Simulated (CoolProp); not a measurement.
Vapour-liquid equilibrium of cis-2-butene (1) + acetone (2) at 29.35 °C; x and y are mole fractions of (1).

Values from CoolProp's multi-fluid Helmholtz-energy mixture model, Lemmon 2005 and Lemmon 2006; pair parameters Bell 2016.

**Question.** Give the bubble pressure and the first vapour's composition at x = 0.55, 0.75, 0.95. Is there an azeotrope?

**Answer.** x = 0.55: 2.002 bar, y = 0.875; x = 0.75: 2.196 bar, y = 0.910; x = 0.95: 2.401 bar, y = 0.973. No azeotrope shows between x = 0.05 and 0.95.

The pair parameters rest on a limited set of measurements; away from them the model extrapolates. With so large a gap from Raoult's law the liquid may split in two, which this calculation doesn't test in full.
